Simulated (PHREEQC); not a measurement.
A solution holds 0.00098 mol/kgw H3AsO4, 0.00032 mol/kgw H3PO4 and 0.0008 mol/kgw CaCl2, at 44 °C. Closed to the air; pH follows from the charge balance.

The numbers come from PHREEQC with the ion-association model, wateq4f.dat.

This is a speciation only: nothing precipitates in the calculation.

Question: Order these P species by the share of P that they hold, largest first: H2PO4-, CaH2PO4+, H3PO4.

Answer: H2PO4- (84 %), H3PO4 (14 %), CaH2PO4+ (1.9 %)

The pH is 3.00 and the ionic strength 0.00346 mol/kgw. H3PO4, which wateq4f.dat lacks, is added to it with the constant of phreeqc.dat. Constants without temperature data keep their 25 °C values here. The database has no arsenate complexes of Ca.
